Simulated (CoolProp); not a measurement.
Vapour-liquid equilibrium of n-butane (1) + R113 (2) at 374.6 K; x and y are mole fractions of (1).

Computed with CoolProp (multi-fluid Helmholtz-energy mixture model, Bücker 2006 and Marx 1992; pair parameters Bell 2016).

| x | bubble pressure, mixture model (bar) | bubble pressure, Raoult's law (bar) | y, mixture model | y, Raoult's law |
|---|---|---|---|---|
| 0.05 | 5.129 | 5.076 | 0.147 | 0.155 |
| 0.125 | 6.028 | 5.914 | 0.312 | 0.332 |
| 0.2 | 6.904 | 6.753 | 0.434 | 0.465 |
| 0.275 | (withheld) | 7.591 | 0.529 | 0.569 |
| 0.35 | 8.596 | 8.429 | 0.606 | 0.652 |
| 0.425 | 9.417 | 9.268 | (withheld) | 0.720 |
| 0.5 | 10.22 | 10.11 | 0.725 | 0.777 |
| 0.575 | 11.02 | 10.94 | 0.774 | 0.825 |
| 0.65 | 11.82 | 11.78 | (withheld) | 0.866 |
| 0.725 | 12.62 | 12.62 | 0.860 | 0.902 |
| 0.8 | 13.44 | 13.46 | 0.899 | 0.933 |
| 0.875 | 14.26 | 14.30 | 0.937 | 0.961 |
| 0.95 | 15.11 | 15.14 | 0.975 | 0.985 |

Q: Complete the blanks.

A: 
- 0.275, bubble pressure, mixture model (bar): 7.760
- 0.425, y, mixture model: 0.670
- 0.65, y, mixture model: 0.819

The largest gap from Raoult's law is +2.2 % in bubble pressure, at x = 0.2. No azeotrope shows between x = 0.05 and 0.95.

The pair parameters rest on a limited set of measurements; away from them the model extrapolates.
